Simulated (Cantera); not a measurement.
Fe2O3 + H2 + H2O (hydrogen reduction and annealing atmospheres)

A closed system holds: 1 mol Fe2O3, 530 mol H2, 0.72 mol H2O, at 810000 Pa.

Equilibrium computed with Cantera from the NASA thermochemical tables; the gas is ideal and each condensed phase is pure. Candidate condensed phases: Fe, FeO, Fe(OH)2, Fe(OH)3, Fe2O3, Fe3O4, H2O; 12 gas species. The numbers say what is thermodynamically allowed, not how fast it happens.

From 1325 K to 1625 K the condensed part is Fe(γ). From 1675 K to 1775 K the condensed part is Fe(δ). From 1825 K to 1975 K the condensed part is Fe(l).

```csv
T (K),log p H2,log p H2O,log p H,log p Fe,log p OH,log p Fe(OH)2,log p FeO,n Fe(γ),n Fe(δ),n Fe(l)
1325,0.91,-1.25,-5.33,-8.66,-9.32,-8.56,<-11,2.00,0,0
1375,0.91,-1.25,-5.01,-8.09,-8.91,-8.33,<-11,2.00,0,0
1425,0.91,-1.25,-4.71,-7.55,-8.52,-8.12,<-11,2.00,0,0
1475,0.91,-1.25,-4.43,-7.06,-8.17,-7.92,<-11,2.00,0,0
1525,0.91,-1.25,-4.17,-6.60,-7.83,-7.74,<-11,2.00,0,0
1575,0.91,-1.25,-3.93,-6.17,-7.52,-7.56,-10.58,2.00,0,0
1625,0.91,-1.25,-3.70,-5.76,-7.23,-7.40,-10.10,2.00,0,0
1675,0.91,-1.25,-3.48,-5.38,-6.95,-7.24,-9.64,0,2.00,0
1725,0.91,-1.25,-3.28,-5.03,-6.69,-7.10,-9.21,0,2.00,0
1775,0.91,-1.25,-3.09,-4.69,-6.44,-6.96,-8.81,0,2.00,0
1825,0.91,-1.25,-2.90,-4.38,-6.21,-6.84,-8.43,0,0,2.00
1875,0.91,-1.25,-2.73,-4.09,-5.99,-6.72,-8.08,0,0,1.99
1925,0.91,-1.25,-2.57,-3.82,-5.78,-6.62,-7.75,0,0,1.99
1975,0.91,-1.25,-2.41,-3.56,-5.58,-6.52,-7.44,0,0,1.98
```
log p: log10 of the partial pressure in bar; n: condensed amount in mol.
